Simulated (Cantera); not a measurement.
SiO2 + H2 + N2 (hydrogen reduction and annealing atmospheres)

Input: 1 mol SiO2, 91 mol H2, 44 mol N2, at 133 Pa.

Equilibrium computed with Cantera from the NASA thermochemical tables; the gas is ideal and each condensed phase is pure. Candidate condensed phases: H2O, Si, SiO2, Si2N2O, Si3N4; 35 gas species. N2 is the only nitrogen source here; it is nearly inert below about 1500 K, so the nitride shown seldom forms there in practice. The numbers say what is thermodynamically allowed, not how fast it happens.

| T (K) | log p H2 | log p N2 | log p NH3 | log p H2O | log p H | n SiO2(α-quartz) | n Si2N2O(s) | n SiO2(β-quartz) |
|---|---|---|---|---|---|---|---|---|
| 650 | -3.05 | -3.36 | -7.98 | -9.23 | <-14 | 1.000 | 0 | 0 |
| 675 | -3.05 | -3.36 | -8.13 | -9.10 | <-14 | 1.000 | 0 | 0 |
| 700 | -3.05 | -3.36 | -8.28 | -8.97 | <-14 | 1.000 | 0 | 0 |
| 725 | -3.05 | -3.36 | -8.41 | -8.85 | -14.55 | 1.000 | 0 | 0 |
| 750 | -3.05 | -3.36 | -8.54 | -8.75 | -14.02 | 1.000 | 6.05e-5 | 0 |
| 775 | -3.05 | -3.36 | -8.66 | -8.65 | -13.53 | 1.000 | 7.63e-5 | 0 |
| 800 | -3.05 | -3.36 | -8.77 | -8.55 | -13.06 | 1.000 | 9.46e-5 | 0 |
| 825 | -3.05 | -3.36 | -8.88 | -8.47 | -12.62 | 1.000 | 0.000116 | 0 |
| 850 | -3.05 | -3.36 | -8.98 | -8.38 | -12.21 | 0 | 0.000139 | 1.000 |
| 875 | -3.05 | -3.36 | -9.08 | -8.31 | -11.82 | 0 | 0.000166 | 1.000 |
| 900 | -3.05 | -3.36 | -9.17 | -8.24 | -11.46 | 0 | 0.000195 | 1.000 |
| 925 | -3.05 | -3.36 | -9.25 | -8.17 | -11.11 | 0 | 0.000228 | 1.000 |
| 950 | -3.05 | -3.36 | -9.33 | -8.11 | -10.78 | 0 | 0.000263 | 0.999 |
| 975 | -3.05 | -3.36 | -9.41 | -8.05 | -10.46 | 0 | 0.000302 | 0.999 |
log p: log10 of the partial pressure in bar; n: condensed amount in mol.

From 650 K to 725 K the condensed part is SiO2(α-quartz). From 750 K to 825 K the condensed part is SiO2(α-quartz) + Si2N2O(s). From 850 K to 975 K the condensed part is SiO2(β-quartz) + Si2N2O(s).
